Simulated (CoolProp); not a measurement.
Vapour-liquid equilibrium of C2F6 (R116) (1) + R22 (2) at 249.4 K; x and y are mole fractions of (1).

Computed with CoolProp (multi-fluid Helmholtz-energy mixture model, Lemmon 2006 and Kamei 1995; pair parameters Bell 2016).

| x | bubble pressure (bar) | y at the bubble point | dew pressure at overall composition x (bar) | liquid density (mol/L) |
|---|---|---|---|---|
| 0.05 | 3.636 | 0.421 | ? | 15.28 |
| 0.2 | 6.199 | 0.676 | ? | 14.07 |
| 0.35 | 7.261 | 0.738 | ? | 12.97 |
| 0.5 | 7.851 | ? | ? | ? |
| 0.65 | 8.353 | 0.811 | 5.803 | 11.10 |
| 0.8 | 8.849 | 0.868 | 8.219 | 10.35 |
| 0.95 | ? | 0.958 | ? | 9.744 |

Q: Complete the blanks.

A: 
- 0.05, dew pressure at overall composition x (bar): 2.230
- 0.2, dew pressure at overall composition x (bar): 2.646
- 0.35, dew pressure at overall composition x (bar): 3.246
- 0.5, y at the bubble point: 0.773
- 0.5, dew pressure at overall composition x (bar): 4.183
- 0.5, liquid density (mol/L): 11.97
- 0.95, bubble pressure (bar): 9.249
- 0.95, dew pressure at overall composition x (bar): 9.228

No azeotrope shows between x = 0.05 and 0.95.

The pair parameters rest on a limited set of measurements; away from them the model extrapolates. With so large a gap from Raoult's law the liquid may split in two, which this calculation doesn't test in full.
